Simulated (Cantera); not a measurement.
An isothermal, constant-pressure homogeneous reactor starts with CH₄ : H₂ = 1 : 10 (molar parts), at 2000 K and 0.987 atm.

Computed with Cantera and GRI-Mech 3.0 (53 species, 325 reactions). GRI-Mech 3.0 stops at C3 and has no aromatics, soot or wall deposition, so with more carbon than oxygen in the feed, carbon stays in small species such as C2H2 where larger ones or solid carbon would form.

x: mole fraction; the columns are a selection and need not sum to one.

```tsv
t (s)	x CH₄	x H₂	x C₂H₂	x C₂H	x C₂H₄	x H	x CH₃
0.000900	0.0475	0.930	0.0187	…	0.000390	0.00149	0.00150
0.00222	0.0279	0.941	0.0282	…	0.000273	0.00154	0.000893
0.00546	0.0138	0.949	0.0349	…	0.000245	0.00157	0.000448
0.0134	0.00640	0.953	0.0384	1.20e-6	0.000249	0.00159	0.000210
0.0331	0.00348	0.955	0.0397	1.24e-6	0.000255	0.00160	0.000115
0.0815	0.00287	0.955	0.0400	1.25e-6	0.000256	0.00160	9.46e-5
0.201	0.00285	0.955	0.0400	1.25e-6	0.000256	0.00160	9.39e-5
0.495	0.00285	0.955	0.0400	1.25e-6	0.000256	0.00160	9.39e-5
1.22	0.00285	0.955	0.0400	1.25e-6	0.000256	0.00160	9.39e-5
3.00	0.00285	0.955	0.0400	1.25e-6	0.000256	0.00160	9.39e-5
```

### Question
Some entries are withheld; supply them.

### Answer

- 0.000900, x C₂H: 5.62e-7
- 0.00222, x C₂H: 8.58e-7
- 0.00546, x C₂H: 1.08e-6
